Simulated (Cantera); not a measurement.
An adiabatic, constant-pressure homogeneous reactor starts with CH4 : H2 : O2 : N2 = 1 : 0.036 : 1.12 : 4.22 (molar parts), at 1000 K and 29.6 atm. Integrator tolerance rtol = 1e-08.

Computed with Cantera and GRI-Mech 3.0 (53 species, 325 reactions). The pressure lies above the range GRI-Mech 3.0 was tuned for (to about 10 atm).

```csv
quantity,before,after
time of steepest temperature rise,9.77 ms,not reached
temperature at 0.200 s,2242 K,1001 K
equilibrium temperature,2242 K,2221 K
x(CH4) at 0.200 s,1.76e-8 (gas-phase equilibrium 1.94e-8),0.157 (gas-phase equilibrium 4.97e-12)
x(H2) at 0.200 s,0.133 (gas-phase equilibrium 0.133),0.00562 (gas-phase equilibrium 0.132)
x(O2) at 0.200 s,9.03e-8 (gas-phase equilibrium 9.03e-8),0.176 (gas-phase equilibrium 4.58e-6)
x(CH2CO) at 0.200 s,1.51e-11 (gas-phase equilibrium 1.66e-11),8.39e-10 (gas-phase equilibrium <1e-12)
x(C2H2) at 0.200 s,9.03e-12 (gas-phase equilibrium 9.92e-12),5.01e-11 (gas-phase equilibrium <1e-12)
```

Q: Name the change that produced these shifts.
(A) O2 1.12 to 0.53 parts
(B) O2 1.12 to 0.49 parts
(C) constant volume in place of constant pressure
(D) pressure from 29.6 atm to 0.454 atm

A: D, pressure from 29.6 atm to 0.454 atm
